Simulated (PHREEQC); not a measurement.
Silver or lead bath

A solution holds 0.08 mol Pb(NO3)2 per kg of water, at 25 °C. It is in equilibrium with CO2 at log p = -3.5 (atm). Otherwise closed; pH follows from the charge balance.

All values are PHREEQC results (ion-association model, phreeqc.dat), not measurements.

Each row changes one thing in this solution. No solid was allowed to form.

| case | pH | ionic strength (mol/kgw) | NO3- (mol/kgw) | CO2 (mol/kgw) | HCO3- (mol/kgw) |
|---|---|---|---|---|---|
| as made | 4.40 | 0.182 | 0.131 | 1.03e-5 | 1.58e-7 |
| Pb(NO3)2 from 0.08 to 0.12 mol/kgw | 4.29 | 0.257 | 0.189 | 1.01e-5 | 1.26e-7 |
| Pb(NO3)2 replaced by Ba(NO3)2 at the same molality | 5.60 | 0.240 | 0.160 | 1.02e-5 | 2.61e-6 |
| diluted 5-fold with water | 4.81 | 0.0426 | 0.0293 | 1.07e-5 | 3.69e-7 |
| Pb(NO3)2 from 0.08 to 0.16 mol/kgw | 4.21 | 0.327 | 0.243 | 9.98e-6 | 1.08e-7 |
| Pb(NO3)2 from 0.08 to 0.4 mol/kgw | 4.02 | 0.673 | 0.536 | 9.22e-6 | 7.34e-8 |

Species that the database lacks are ignored.
